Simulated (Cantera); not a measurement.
What does this Cantera script print?

```python
import numpy as np
import cantera as ct

gas_names = """
    AL ALH ALO ALOH ALO2 ALO2H AL2 AL2O AL2O2 H HALO HO2 H2 H2O H2O2 O OH O2 O3
""".split()
cond_names = """
    AL(cr) AL(L) AL2O3(a) AL2O3(L) H2O(s) H2O(L)
""".split()


# ... load() reads the species with a 1 bar reference pressure and builds the phases ...
atoms = {
    'Al2O3': {'AL': 2, 'O': 3},
    'H2O': {'H': 2, 'O': 1},
}
top_T = {}  # K; cautious upper limits of use, not melting points


# ... equilibrate(T, P, feed) seeds the gas with the atoms and calls Mixture.equilibrate('TP', solver="vcs", rtol=1e-11, max_steps=5000) ...
results = []
feed = {'Al2O3': 1, 'H2O': 0.96}  # mol
T = 2398  # K
P = 140000  # Pa
mix = equilibrate(T, P, feed)
results.append((T, P, feed, dict(zip(mix.species_names, mix.species_moles))))
x = sorted(zip(gas.X, gas.species_names), reverse=True)
print(f"T = {T:g} K  P = {P:g} Pa  gas = {mix.phase_moles(0):.4g} mol")
print("   x: " + "  ".join(f"{s} {v:.3e}" for v, s in x if v > 0.001))
print("   condensed (mol): " + ("  ".join(f"{mix.phase(i).name} {mix.phase_moles(i):.4g}"
      for i in range(1, mix.n_phases) if mix.phase_moles(i) > 1e-12) or "none"))
```

Output:

```
T = 2398 K  P = 140000 Pa  gas = 0.9789 mol
   x: H2O 9.450e-01  H2 2.765e-02  OH 1.387e-02  O2 1.053e-02  H 2.214e-03
   condensed (mol): AL2O3(L) 1
```

These are equilibrium values from Cantera (NASA tables, ideal gas, pure condensed phases), not measurements of a reactor. Gases not in the tables: Al(OH)3.
